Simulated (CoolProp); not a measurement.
Vapour-liquid equilibrium of sulfur hexafluoride (1) + R113 (2) at 250.3 K; x and y are mole fractions of (1).

Model: multi-fluid Helmholtz-energy mixture model, Guder 2009 and Marx 1992; pair parameters Bell 2016, in CoolProp.

```tsv
x	bubble pressure, mixture model (MPa)	bubble pressure, Raoult's law (MPa)	y, mixture model	y, Raoult's law
0.05	0.07678	0.03558	0.942	0.883
0.125	0.1133	0.08237	0.961	0.953
0.2	0.1250	0.1291	0.965	0.973
0.275	0.1339	0.1759	0.968	0.982
0.35	0.1468	0.2227	0.972	0.987
0.425	0.1667	0.2695	0.977	0.991
0.5	0.1956	0.3163	0.982	0.993
0.575	0.2355	0.3631	0.988	0.995
0.65	0.2881	0.4098	0.992	0.996
0.725	0.3539	0.4566	0.996	0.997
0.8	0.4305	0.5034	0.998	0.998
0.875	0.5116	0.5502	0.999	0.999
0.95	0.5866	0.5970	1.000	1.000
```

The largest gap from Raoult's law is +115.8 % in bubble pressure, at x = 0.05. No azeotrope shows between x = 0.05 and 0.95.

Pair parameters are fitted to limited data, so mixtures are less certain than the pure fluids. The gap from Raoult's law changes sign with composition, which may be real or a fault of the pair parameters; it wasn't checked against measurements. With so large a gap from Raoult's law the liquid may split in two, which this calculation doesn't test in full.
